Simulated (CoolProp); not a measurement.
R113 at several states: fugacity coefficient from the reference equation and from simpler models built on Tc = 487.2 K, pc = 3.392 MPa, ω = 0.253; each cubic takes its own stable root.

Computed with CoolProp (reference Helmholtz-energy equation of state, Marx 1992).

```
T (K)  p (MPa)   phase  reference
-----  -------  ------  ---------
297.8      5.4  liquid    0.01037
264.4   0.0934  liquid     0.1033
476.6     19.2  liquid     0.2080
456.2     17.3  liquid     0.1715
366.9   0.0194     gas     0.9952
296.8   0.0217     gas     0.9893
```

### Question
How far does each simpler model (van der Waals, Peng-Robinson) lie from the reference over these 6 states: mean and median of the absolute difference, and the worst?

### Answer
- van der Waals: mean 270.8 %, median 49.4 %, worst +836.0 % at 264.4 K and 0.0934 MPa
- Peng-Robinson: mean 2.0 %, median 1.7 %, worst +4.7 % at 264.4 K and 0.0934 MPa

At some of these states van der Waals gives the other phase, because its saturation line lies elsewhere.
